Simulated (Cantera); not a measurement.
## Gas activation for diamond growth

A perfectly stirred reactor is fed with 0.514 % CH4, 98.8 % H2, 0.652 % CO2, at 105 Torr; it is held at 2875 K, and followed from long to short residence time.

Model: GRI-Mech 3.0 (53 species, 325 reactions), integrated in Cantera.

```json
[
 {"τ (s)": "1.1", "x CH4": "5.30e-8", "x H2": "0.744", "x CO2": "2.07e-6", "x CH2": "1.60e-7", "x H2O2": "<1e-12"},
 {"τ (s)": "0.42", "x CH4": "1.42e-7", "x H2": "0.745", "x CO2": "2.11e-6", "x CH2": "4.23e-7", "x H2O2": "<1e-12"},
 {"τ (s)": "0.15", "x CH4": "4.26e-7", "x H2": "0.750", "x CO2": "2.22e-6", "x CH2": "1.21e-6", "x H2O2": "<1e-12"},
 {"τ (s)": "0.057", "x CH4": "1.31e-6", "x H2": "0.760", "x CO2": "2.54e-6", "x CH2": "3.33e-6", "x H2O2": "<1e-12"},
 {"τ (s)": "0.021", "x CH4": "4.95e-6", "x H2": "0.785", "x CO2": "3.60e-6", "x CH2": "9.44e-6", "x H2O2": "<1e-12"},
 {"τ (s)": "0.0076", "x CH4": "2.38e-5", "x H2": "0.832", "x CO2": "7.87e-6", "x CH2": "2.37e-5", "x H2O2": "<1e-12"},
 {"τ (s)": "0.0028", "x CH4": "0.000115", "x H2": "0.885", "x CO2": "2.51e-5", "x CH2": "4.37e-5", "x H2O2": "1.19e-12"},
 {"τ (s)": "0.0010", "x CH4": "0.000423", "x H2": "0.919", "x CO2": "9.50e-5", "x CH2": "6.37e-5", "x H2O2": "1.49e-12"},
 {"τ (s)": "0.00037", "x CH4": "0.00112", "x H2": "0.938", "x CO2": "0.000342", "x CH2": "7.93e-5", "x H2O2": "1.27e-12"},
 {"τ (s)": "0.00014", "x CH4": "0.00231", "x H2": "0.952", "x CO2": "0.00114", "x CH2": "7.60e-5", "x H2O2": "<1e-12"}
]
```
x: mole fraction; the columns are a selection and need not sum to one.
